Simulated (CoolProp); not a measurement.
Computed with CoolProp (reference Helmholtz-energy equation of state, Lemmon 2006). It is a short technical equation, of lower accuracy than the large ones.

### Question
Give the vapour pressure (MPa), liquid density (kg/m³), vapour density (kg/m³), enthalpy of vaporisation (kJ/kg) of saturated C3F8 (R218) at 170.5, 183.1, 190.7 K.

### Answer
```
T (K)  p (MPa)  liquid density (kg/m³)  vapour density (kg/m³)  enthalpy of vaporisation (kJ/kg)
-----  -------  ----------------------  ----------------------  --------------------------------
170.5  0.00123                    1850                   0.163                               127
183.1  0.00384                    1810                   0.477                               123
190.7  0.00701                    1780                   0.839                               120
```
